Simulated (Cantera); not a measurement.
A closed system holds: 1 mol NH₃, 5.2 mol H₂O, equilibrated at 598 K.

Cantera equilibrium calculation (NASA polynomials, part measured and part estimated; ideal gas, pure solids and liquids). Candidate condensed phases: H₂O; 24 gas species. The ideal-gas law is rough above about 30 bar. Equilibrium is a limit: real reactors are often held back by kinetics, nucleation or transport.

Question: Which condensed phases are stable at each of these points (P (Pa)): 10, 52, 280, 1400, 7600, 40000, 210000, 1100000, 5700000, 30000000?

Answer: 
```tsv
P (Pa)	condensed phases
10	gas only
52	gas only
280	gas only
1400	gas only
7600	gas only
40000	gas only
210000	gas only
1100000	gas only
5700000	gas only
30000000	H₂O(l)
```

From 0.0750 Torr to 42800 Torr nothing is condensed. At 225000 Torr the condensed part is H₂O(l).
